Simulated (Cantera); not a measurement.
## Abatement and gas-phase synthesis: S + H2O + N2

Charge: 1 mol S, 0.18 mol H2O, 1 mol N2, at 2573 K.

Cantera equilibrium calculation (NASA polynomials, part measured and part estimated; ideal gas, pure solids and liquids). Candidate condensed phases: H2O, H2SO4, S; 35 gas species. The ideal-gas law is rough above about 30 bar. Rates play no part.

| P (Pa) | x N2 | x S | x S2 | x H | x SO | x H2 | x H2O | x O | x H2S | x SH | x SO2 |
|---|---|---|---|---|---|---|---|---|---|---|---|
| 10 | 0.410 | 0.368 | 0.00389 | 0.143 | 0.0328 | 0.00173 | 3.76e-5 | 0.0375 | 1.90e-7 | 0.000497 | 0.000711 |
| 84 | 0.436 | 0.320 | 0.0247 | 0.128 | 0.0607 | 0.0117 | 0.000541 | 0.00950 | 9.37e-6 | 0.00325 | 0.00280 |
| 710 | 0.484 | 0.213 | 0.0924 | 0.0794 | 0.0692 | 0.0379 | 0.00301 | 0.00193 | 0.000171 | 0.0113 | 0.00549 |
| 6000 | 0.533 | 0.0992 | 0.169 | 0.0339 | 0.0640 | 0.0586 | 0.00924 | 0.000453 | 0.00104 | 0.0191 | 0.0101 |
| 50000 | 0.561 | 0.0387 | 0.215 | 0.0120 | 0.0491 | 0.0612 | 0.0190 | 0.000107 | 0.00353 | 0.0220 | 0.0152 |
| 420000 | 0.577 | 0.0140 | 0.237 | 0.00383 | 0.0329 | 0.0521 | 0.0298 | 2.35e-5 | 0.00915 | 0.0213 | 0.0188 |
| 3600000 | 0.587 | 0.00488 | 0.246 | 0.00111 | 0.0203 | 0.0377 | 0.0384 | 4.88e-6 | 0.0197 | 0.0184 | 0.0207 |
| 30000000 | 0.595 | 0.00169 | 0.245 | 0.000302 | 0.0123 | 0.0232 | 0.0414 | 1.03e-6 | 0.0350 | 0.0144 | 0.0220 |
x: gas mole fraction; nothing condenses.

From 10.0 Pa to 3.00e7 Pa nothing is condensed.
